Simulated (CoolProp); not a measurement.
A single-stage vapour-compression cycle with nitrous oxide: evaporating at 198.15 K (dew point), condensing at 264.15 K (bubble point), superheat 0 K, subcooling 8 K, compressor efficiency 0.7, no pressure losses. Each further row changes one setting.

Values from CoolProp's reference Helmholtz-energy equation of state, Lemmon 2006. It is a short technical equation, of lower accuracy than the large ones.

```csv
case,cooling COP,pressure ratio,discharge temperature (K),refrigerating effect (kJ/kg),volumetric capacity (kJ/m³)
as stated,?,11.6,398.5,252,1500
evaporating temperature 203.15 K,1.73,9.02,382.5,255,1910
condensing temperature 259.15 K,1.70,10.1,385.0,262,1560
subcooling 13 K,?,11.6,398.5,262,1560
superheat 10 K,?,11.6,415.5,261,1470
compressor efficiency 0.6,?,11.6,?,252,1500
```

Task: Fill in the missing entries.

Result: 
- as stated, cooling COP: 1.51
- subcooling 13 K, cooling COP: 1.57
- superheat 10 K, cooling COP: 1.48
- compressor efficiency 0.6, cooling COP: 1.30
- compressor efficiency 0.6, discharge temperature (K): 425.1
